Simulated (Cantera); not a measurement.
A closed system holds: 1 mol Si, 4.2 mol H₂, 0.51 mol Cl₂, equilibrated at 700 °C and 0.120 bar.

These are equilibrium values from Cantera (NASA tables, ideal gas, pure condensed phases), not measurements of a reactor. Candidate condensed phases: Si; 19 gas species. The tables' values for SiCl₃ are old estimates; treat these amounts as uncertain. The numbers say what is thermodynamically allowed, not how fast it happens.

Base state: H₂ 0.928, SiCl₄ 0.0405, SiHCl₃ 0.0169, HCl 0.0125, SiH₂Cl₂ 0.000739, SiCl₃ 0.000618, SiCl₂ 0.000270 (mole fractions); condensed: Si(s).

Q: What changes in the equilibrium state with this change: temperature from 700 °C to 1127 °C?

A: 
```json
[
 {"species": "H₂", "before": "0.928", "after": "0.850"},
 {"species": "HCl", "before": "0.0125", "after": "0.1000"},
 {"species": "SiCl₂", "before": "0.000270", "after": "0.0347"},
 {"species": "SiCl₄", "before": "0.0405", "after": "0.00513"},
 {"species": "SiHCl₃", "before": "0.0169", "after": "0.00309"},
 {"species": "H", "before": "3.01e-9", "after": "1.29e-5"},
 {"species": "SiCl₃", "before": "0.000618", "after": "0.00647"},
 {"species": "Si(s), mol", "before": "0.737", "after": "0.769"}
]
```

Q: What changes in the equilibrium state with this change: temperature from 700 °C to 1225 °C?

A: 
| species | before | after |
|---|---|---|
| H₂ | 0.928 | 0.842 |
| HCl | 0.0125 | 0.107 |
| SiCl₂ | 0.000270 | 0.0437 |
| SiCl₄ | 0.0405 | 0.00145 |
| SiHCl₃ | 0.0169 | 0.00117 |
| H | 3.01e-9 | 4.56e-5 |
| SiCl₃ | 0.000618 | 0.00446 |
| SiH₂Cl₂ | 0.000739 | 0.000151 |
| Si(s), mol | 0.737 | 0.761 |
